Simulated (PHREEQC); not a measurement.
A solution holds 0.046 mol/kgw HF and 3.8e-05 mol/kgw Na2CO3, at 45 °C. Closed to the air; pH follows from the charge balance.

Equilibrium calculation in PHREEQC: ion-association model, wateq4f.dat.

Precipitation was switched off in this run.

Order these F species by the share of F that they hold, largest first: HF, F-, HF2-, H2F2.

HF (81 %), F- (9.1 %), H2F2 (7.4 %), HF2- (2.9 %)

The pH is 2.35 and the ionic strength 0.00483 mol/kgw. Species that the database lacks are ignored. wateq4f.dat counts part of the HF as a dimer, H2F2, which phreeqc.dat doesn't know; its constant is uncertain. At this temperature some constants are extrapolated from 25 °C, and those without enthalpy data are left unchanged.
